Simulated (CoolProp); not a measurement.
Saturation properties of methane (Tc = -82.6 °C, pc = 4.599 MPa, ω = 0.011).

Computed with CoolProp (reference Helmholtz-energy equation of state, Setzmann 1991).

```json
[
 {"T (°C)": "-159.55", "p (MPa)": "0.1185", "enthalpy of vaporisation (kJ/kg)": "___", "liquid viscosity (µPa s)": "112"},
 {"T (°C)": "-154.65", "p (MPa)": "___", "enthalpy of vaporisation (kJ/kg)": "497.7", "liquid viscosity (µPa s)": "101"},
 {"T (°C)": "-149.65", "p (MPa)": "0.2435", "enthalpy of vaporisation (kJ/kg)": "487.1", "liquid viscosity (µPa s)": "91.6"},
 {"T (°C)": "-144.75", "p (MPa)": "0.3333", "enthalpy of vaporisation (kJ/kg)": "475.9", "liquid viscosity (µPa s)": "83.6"},
 {"T (°C)": "-139.75", "p (MPa)": "0.4481", "enthalpy of vaporisation (kJ/kg)": "463.4", "liquid viscosity (µPa s)": "76.4"},
 {"T (°C)": "-134.85", "p (MPa)": "0.5866", "enthalpy of vaporisation (kJ/kg)": "___", "liquid viscosity (µPa s)": "70.1"},
 {"T (°C)": "-129.95", "p (MPa)": "0.7539", "enthalpy of vaporisation (kJ/kg)": "435.4", "liquid viscosity (µPa s)": "64.5"},
 {"T (°C)": "-124.95", "p (MPa)": "0.9577", "enthalpy of vaporisation (kJ/kg)": "418.9", "liquid viscosity (µPa s)": "59.2"},
 {"T (°C)": "-120.05", "p (MPa)": "___", "enthalpy of vaporisation (kJ/kg)": "___", "liquid viscosity (µPa s)": "54.4"},
 {"T (°C)": "-115.05", "p (MPa)": "1.474", "enthalpy of vaporisation (kJ/kg)": "380.7", "liquid viscosity (µPa s)": "___"},
 {"T (°C)": "-110.15", "p (MPa)": "1.792", "enthalpy of vaporisation (kJ/kg)": "358.2", "liquid viscosity (µPa s)": "45.5"},
 {"T (°C)": "-105.25", "p (MPa)": "___", "enthalpy of vaporisation (kJ/kg)": "332.5", "liquid viscosity (µPa s)": "41.3"}
]
```

Problem. Complete the blanks.

Solution. 
- -159.55, enthalpy of vaporisation (kJ/kg): 507.2
- -154.65, p (MPa): 0.1719
- -134.85, enthalpy of vaporisation (kJ/kg): 450.1
- -120.05, p (MPa): 1.193
- -120.05, enthalpy of vaporisation (kJ/kg): 401.0
- -115.05, liquid viscosity (µPa s): 49.8
- -105.25, p (MPa): 2.157

It boils at -161.5 °C under 1 atm.

Viscosity comes from a separate model (Quiñones-Cisneros 2006).
